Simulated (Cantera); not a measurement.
An adiabatic, constant-volume homogeneous reactor starts with 7.41 % CH4, 0.964 % C2H6, 18.2 % O2, 68.4 % N2, 4.97 % CO2, at 1150 K and 22500 Torr.

Computed with Cantera and GRI-Mech 3.0 (53 species, 325 reactions). The pressure lies above the range GRI-Mech 3.0 was tuned for (to about 10 atm).

### Question
Predict: time of steepest temperature rise; temperature at 0.300 s; equilibrium temperature; x(O2) at 0.300 s; x(O) at 0.300 s; x(CH2O) at 0.300 s.

### Answer
| Property | Result |
|---|---|
| time of steepest temperature rise | 0.798 ms |
| temperature at 0.300 s | 2938 K |
| equilibrium temperature | 2938 K |
| x(O2) at 0.300 s | 0.0113 (gas-phase equilibrium 0.0113) |
| x(O) at 0.300 s | 0.00110 (gas-phase equilibrium 0.00110) |
| x(CH2O) at 0.300 s | 6.03e-9 (gas-phase equilibrium 6.03e-9) |
